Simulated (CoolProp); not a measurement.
Properties of p-xylene along the isotherm 620 K.

Values from CoolProp's reference Helmholtz-energy equation of state, Zhou 2012.

```
p (bar)          phase  cp (kJ/(kg K))  speed of sound (m/s)  isothermal compressibility (1/MPa)  viscosity (µPa s)  fugacity coefficient
-------  -------------  --------------  --------------------  ----------------------------------  -----------------  --------------------
0.558              gas               ?                 223.1                               18.03               13.2                0.9941
1.15               gas           2.255                 221.8                               8.803               13.2                0.9879
2.35               gas           2.263                 219.1                               4.366               13.2                0.9754
4.84               gas           2.282                 213.4                               2.183               13.3                0.9498
9.93               gas           2.332                 201.1                               1.140               13.5                     ?
20.4               gas           2.525                     ?                              0.6850               14.3                0.7960
41.9     supercritical           4.292                 155.4                              0.1806               54.8                0.5723
86       supercritical           2.951                 340.7                             0.02137                  ?                0.3367
177      supercritical           2.735                 506.5                            0.008064                  ?                     ?
```

Question: What belongs in the gaps?

Answer: 
- 0.558, cp (kJ/(kg K)): 2.251
- 9.93, fugacity coefficient: 0.8984
- 20.4, speed of sound (m/s): 171.3
- 86, viscosity (µPa s): 74.1
- 177, viscosity (µPa s): 89.8
- 177, fugacity coefficient: 0.2294

The peak of cp marks the crossing from liquid-like to gas-like fluid above the critical point.

Viscosity comes from a separate model (Balogun 2015).
